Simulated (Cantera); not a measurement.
Feed: 1 mol toluene, 0.027 mol H2O, 0.42 mol CO2, at 2473.15 K and 10.0 mbar.

Method: chemical equilibrium by Gibbs-energy minimisation in Cantera with the NASA 1993 tables (ideal gas, pure condensed phases). Candidate condensed phases: C, C6H6, C7H8, C8H18, H2O; 110 gas species. The numbers say what is thermodynamically allowed, not how fast it happens.

Base state: H2 0.652, H 0.180, CO 0.161, C2H2 (acetylene) 0.00629, C2H 0.000118, C3 3.26e-5, C4H2 2.50e-5, C 1.15e-5 (mole fractions); condensed: C(graphite).

### Question
What changes in the equilibrium state with this change: pressure from 10.0 mbar to 1.33 mbar?

### Answer
| species | before | after |
|---|---|---|
| H2 | 0.652 | 0.446 |
| H | 0.180 | 0.408 |
| CO | 0.161 | 0.141 |
| C | 1.15e-5 | 8.60e-5 |
| C2 | 2.99e-6 | 2.24e-5 |
| C3 | 3.26e-5 | 0.000244 |
| C2H | 0.000118 | 0.000267 |
| C(graphite), mol | 6.48 | 6.49 |
